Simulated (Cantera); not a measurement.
Input: 1 mol CCl₄, 1.1 mol CH₄, 1 mol H₂, held at 675 °C and 10.0 mbar.

Equilibrium computed with Cantera from the NASA thermochemical tables; the gas is ideal and each condensed phase is pure. Candidate condensed phases: C, C₆H₆, C₇H₈, C₈H₁₈; 91 gas species. Equilibrium is a limit: real reactors are often held back by kinetics, nucleation or transport.

Base state: HCl 0.769, H₂ 0.231, CH₄ 9.11e-5 (mole fractions); condensed: C(graphite).

### Question
What changes in the equilibrium state with this change: temperature from 675 °C to 3125 °C?

### Answer
```tsv
species	before	after
H	2.53e-9	0.532
Cl	8.04e-9	0.346
C	<1e-9	0.0437
HCl	0.769	0.0127
C₃	<1e-9	0.0370
C₂	<1e-9	0.0133
H₂	0.231	0.0130
C₂H	<1e-9	0.00241
C₂H₂ (acetylene)	<1e-9	0.000210
C(graphite), mol	2.10	0
```
The tables' values for CCl are old estimates; treat these amounts as uncertain.
